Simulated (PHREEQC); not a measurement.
Solution A (8.3 mmol/kgw K2CO3, 0.87 mmol/kgw H4SiO4 and 4.7 mmol/kgw CO2) is mixed with solution B (0.27 mol TMAH, 0.0042 mol K2SO4 and 0.00055 mol H3BO3 per kg of water) at 25 °C; shares are by mass of water, 1 kg in all. O2 is buffered at 0.21 atm. The system is closed to CO2. The run lets SiO2(a) precipitate or redissolve, and no other solid.

Model: ion-association model, phreeqc.dat, run in PHREEQC.

```tsv
share of solution B	pH	CO3-2 (mol/kgw)	H3SiO4- (mol/kgw)	HCO3- (mol/kgw)	H4SiO4 (mol/kgw)
0	9.66	0.00317	0.000383	0.00983	0.000487
0.1	12.15	0.0116	0.000668	?	?
0.2	12.54	0.0104	0.000478	3.25e-5	?
0.3	12.74	0.00908	0.000347	1.70e-5	3.19e-7
0.4	12.87	0.00779	0.000252	1.03e-5	1.67e-7
0.5	12.97	0.00649	0.000182	?	9.39e-8
0.6	13.05	0.00520	0.000128	4.22e-6	5.39e-8
0.7	13.11	0.00390	8.52e-5	2.64e-6	?
0.8	13.17	0.00260	5.11e-5	1.50e-6	1.57e-8
0.9	13.22	0.00130	2.32e-5	6.55e-7	6.27e-9
1	13.26	0	0	0	0
```

Fill in the missing entries.


- 0.1, HCO3- (mol/kgw): 9.80e-5
- 0.1, H4SiO4 (mol/kgw): 2.57e-6
- 0.2, H4SiO4 (mol/kgw): 7.13e-7
- 0.5, HCO3- (mol/kgw): 6.54e-6
- 0.7, H4SiO4 (mol/kgw): 3.04e-8

(CH3)4N+ isn't in the database: it is added as a free cation with an ion size of 4 Å.
